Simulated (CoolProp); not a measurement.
Vapour-liquid equilibrium of R134a (1) + R142b (2) at -18.45 °C; x and y are mole fractions of (1).

Model: multi-fluid Helmholtz-energy mixture model, Tillner-Roth 1994 and Lemmon 2006; pair parameters Bell 2016, in CoolProp.

Q: Give the bubble pressure and the first vapour's composition at x = 0.5, 0.65, 0.95. Is there an azeotrope?

A: x = 0.5: 111.8 kPa, y = 0.672; x = 0.65: 121.9 kPa, y = 0.779; x = 0.95: 139.3 kPa, y = 0.968. No azeotrope shows between x = 0.05 and 0.95.

The pair parameters rest on a limited set of measurements; away from them the model extrapolates.
